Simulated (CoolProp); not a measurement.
A single-stage vapour-compression cycle with R236EA: evaporating at 254.15 K (dew point), condensing at 280.15 K (bubble point), superheat 0 K, subcooling 2 K, compressor efficiency 0.65, no pressure losses. Each further row changes one setting.

Model: reference Helmholtz-energy equation of state, Rui 2013, in CoolProp.

```tsv
case	cooling COP	pressure ratio	discharge temperature (K)	refrigerating effect (kJ/kg)	volumetric capacity (kJ/m³)
as stated	5.79	3.27	287.7	148	349
evaporating temperature 259.15 K	7.47	2.54	285.9	152	452
condensing temperature 275.15 K	7.34	2.66	281.8	154	363
subcooling 7 K	6.03	3.27	287.7	154	363
superheat 10 K	5.84	3.27	298.2	156	352
compressor efficiency 0.55	4.90	3.27	293.1	148	349
```
